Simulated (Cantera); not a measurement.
Cantera run, input and output.

```python
import numpy as np
import cantera as ct

gas = ct.Solution("gri30.yaml")
gas.TPX = 1075, 2666, {'H2': 0.077, 'O2': 1}
reactor = ct.IdealGasConstPressureReactor(gas, energy="off", clone=False)
net = ct.ReactorNet([reactor])
net.rtol, net.atol = 1e-08, 1e-18
show = ['H2', 'O2', 'HO2', 'H', 'OH']
times = np.geomspace(7e-06, 20, 13)

steps = ct.SolutionArray(gas, extra=["t"])
rows = []
print(f"{'t/s':>10s}{'T/K':>9s}{'P/Pa':>11s}" + "".join(f"{s:>11s}" for s in show))
for t in times:
    while net.time < t:
        t_next = net.step()
        steps.append(gas.state, t=t_next)
    rows.append([np.interp(t, steps.t, y) for y in (steps.T, steps.P, *steps(*show).X.T)])
    print(f"{t:10.3e}{rows[-1][0]:9.1f}{rows[-1][1]:11.4g}" + "".join(f"{x:11.3e}" for x in rows[-1][2:]))
rate = np.gradient(steps.T, steps.t)
print("integrator steps:", len(steps.t))
if steps.T.max() > steps.T[0] + 200:
    print(f"time of steepest temperature rise: {steps.t[rate.argmax()]:.4e} s")
gas.TPX = 1075, 2666, {'H2': 0.077, 'O2': 1}
gas.equilibrate("TP")
print(f"equilibrium (TP): T = {gas.T:.1f} K  " + "  ".join(f"{s} {gas[s].X[0]:.3e}" for s in show))
```

Result:

```
       t/s      T/K       P/Pa         H2         O2        HO2          H         OH
 7.000e-06   1075.0       2666  7.149e-02  9.285e-01  6.077e-11  5.637e-11  4.422e-12
 2.416e-05   1075.0       2666  7.149e-02  9.285e-01  2.102e-10  1.729e-10  4.140e-11
 8.338e-05   1075.0       2666  7.149e-02  9.285e-01  7.307e-10  5.910e-10  3.102e-10
 2.878e-04   1075.0       2666  7.149e-02  9.285e-01  2.672e-09  6.592e-09  4.597e-09
 9.933e-04   1075.0       2666  7.146e-02  9.285e-01  3.349e-07  1.096e-05  7.829e-06
 3.428e-03   1075.0       2666  1.791e-03  8.964e-01  1.334e-05  1.086e-02  2.896e-03
 1.183e-02   1075.0       2666  3.364e-04  9.197e-01  8.912e-06  9.496e-04  1.187e-03
 4.084e-02   1075.0       2666  3.111e-05  9.252e-01  2.859e-06  2.701e-05  3.542e-04
 1.409e-01   1075.0       2666  2.709e-06  9.258e-01  5.288e-07  8.022e-07  1.104e-04
 4.865e-01   1075.0       2666  3.295e-07  9.258e-01  9.299e-08  4.034e-08  4.087e-05
 1.679e+00   1075.0       2666  5.704e-08  9.258e-01  1.953e-08  3.268e-09  1.768e-05
 5.795e+00   1075.0       2666  1.245e-08  9.259e-01  5.107e-09  3.557e-10  8.436e-06
 2.000e+01   1075.0       2666  3.112e-09  9.259e-01  2.173e-09  4.601e-11  4.263e-06
integrator steps: 1771
equilibrium (TP): T = 1075.0 K  H2 3.329e-10  O2 9.259e-01  HO2 3.009e-09  H 1.651e-12  OH 1.393e-06
```

Detailed kinetics in Cantera: GRI-Mech 3.0 (53 species, 325 reactions). Radical loss at walls, strong at low pressure, is not modelled. The temperature is held fixed by assumption; the heat of reaction is taken as removed at once.
